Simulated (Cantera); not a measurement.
Feed: 1 mol Mg(OH)₂, 3.1 mol H₂O, 0.45 mol H₂, at 75.0 Torr.

Equilibrium computed with Cantera from the NASA thermochemical tables; the gas is ideal and each condensed phase is pure. Candidate condensed phases: H₂O, Mg, MgO, Mg(OH)₂; 15 gas species. Kinetics and transport are ignored.

x: gas mole fraction; n: condensed amount in mol.

```
T (K)  x H₂O    x H₂      x OH       x H  n MgO(s)
-----  -----  ------  --------  --------  --------
798    0.901  0.0989    <1e-12  2.65e-12      1.00
948    0.901  0.0989  6.88e-12  5.21e-10      1.00
1098   0.901  0.0989       ___       ___      1.00
1248   0.901  0.0989   4.32e-8   4.64e-7      1.00
1398   0.901  0.0989   8.45e-7   4.71e-6      1.00
1548   0.901  0.0989   9.32e-6   3.06e-5     1.000
1698   0.901  0.0989   6.74e-5  0.000144     1.000
1848   0.900  0.0988       ___       ___     1.000
1998   0.898  0.0988   0.00144   0.00159     1.000
2148   0.890  0.0997   0.00478   0.00416     0.999
```

Task: Fill in the missing entries.

Result: 
- 1848, x OH: 0.000353
- 1848, x H: 0.000527
- 1098, x OH: 9.87e-10
- 1098, x H: 2.46e-8
